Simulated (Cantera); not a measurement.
A closed system holds: 1 mol Si3N4, 0.25 mol O2, 630 mol H2, 0.9 mol H2O, at 1875 K and 4.90 bar.

Method: chemical equilibrium by Gibbs-energy minimisation in Cantera with the NASA 1993 tables (ideal gas, pure condensed phases). Candidate condensed phases: H2O, Si, SiO2, Si2N2O, Si3N4; 35 gas species. Mutual solubility and eutectic melting of coexisting phases are not modelled. Gases not in the tables: Si2H6 and higher silanes. Equilibrium is a limit: real reactors are often held back by kinetics, nucleation or transport.

Base state: H2 0.997, N2 0.00167, SiO 0.000723, H 0.000296, SiH2 4.96e-5 (mole fractions); condensed: Si(l) + Si2N2O(s).

Question: What changes in the equilibrium state with this change: temperature from 1875 K to 1423.15 K?

Answer: 
```
species           before     after
--------------  --------  --------
H2                 0.997     0.999
N2               0.00167  0.000734
NH3              5.01e-6   1.05e-5
SiO             0.000723   3.41e-9
SiH2             4.96e-5   1.01e-8
H               0.000296   3.01e-6
Si(l), mol         0.623         0
Si2N2O(s), mol     0.941      1.40
Si3N4(s), mol          0    0.0667
```

Question: What changes in the equilibrium state with this change: temperature from 1875 K to 2175 K?

Answer: 
| species | before | after |
|---|---|---|
| H2 | 0.997 | 0.992 |
| N2 | 0.00167 | 0.00315 |
| SiO | 0.000723 | 0.00220 |
| H | 0.000296 | 0.00220 |
| Si | 1.85e-6 | 5.89e-5 |
| SiH | 3.79e-6 | 6.04e-5 |
| SiH2 | 4.96e-5 | 0.000263 |
| Si(l), mol | 0.623 | 1.35 |
| Si2N2O(s), mol | 0.941 | 0 |
